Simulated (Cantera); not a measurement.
A perfectly stirred reactor is fed with H2 : O2 : N2 = 0.43 : 1 : 3.9 (molar parts), equivalence ratio 0.21, at 89000 Pa; it is held at 850 K, and followed from long to short residence time.

Cantera simulation using GRI-Mech 3.0 (53 species, 325 reactions); the numbers are that mechanism's predictions, not measurements. Below about 950 K walls govern HO2 and H2O2 in real vessels. The temperature is held fixed by assumption; the heat of reaction is taken as removed at once.

Question: What does this change do: temperature 850 to 1050 K?

Answer: 
```csv
quantity,before,after
x(H2) at τ = 0.510 s,0.0806,0.00150
x(O2) at τ = 0.510 s,0.188,0.154
x(O) at τ = 0.510 s,1.90e-10,4.83e-6
x(NO) at τ = 0.510 s,<1e-12,4.81e-9
x(OH) at τ = 0.510 s,1.09e-10,6.36e-6
x(H2) at τ = 30.0 ms,0.0807,0.00492
x(O2) at τ = 30.0 ms,0.188,0.155
x(O) at τ = 30.0 ms,<1e-12,3.25e-5
x(NO) at τ = 30.0 ms,<1e-12,6.47e-9
x(OH) at τ = 30.0 ms,<1e-12,3.10e-5
```

Question: What does this change do: pressure from 89000 Pa to 10000 Pa?

Answer: 
```json
[
 {"quantity": "x(H2) at τ = 0.510 s", "before": "0.0806", "after": "0.00571"},
 {"quantity": "x(O2) at τ = 0.510 s", "before": "0.188", "after": "0.156"},
 {"quantity": "x(O) at τ = 0.510 s", "before": "1.90e-10", "after": "3.96e-5"},
 {"quantity": "x(NO) at τ = 0.510 s", "before": "<1e-12", "after": "2.35e-9"},
 {"quantity": "x(OH) at τ = 0.510 s", "before": "1.09e-10", "after": "2.35e-5"},
 {"quantity": "x(H2) at τ = 30.0 ms", "before": "0.0807", "after": "0.0168"},
 {"quantity": "x(O2) at τ = 30.0 ms", "before": "0.188", "after": "0.160"},
 {"quantity": "x(O) at τ = 30.0 ms", "before": "<1e-12", "after": "0.000210"},
 {"quantity": "x(NO) at τ = 30.0 ms", "before": "<1e-12", "after": "1.09e-8"},
 {"quantity": "x(OH) at τ = 30.0 ms", "before": "<1e-12", "after": "0.000117"}
]
```
Radical loss at walls, strong at low pressure, is not modelled.
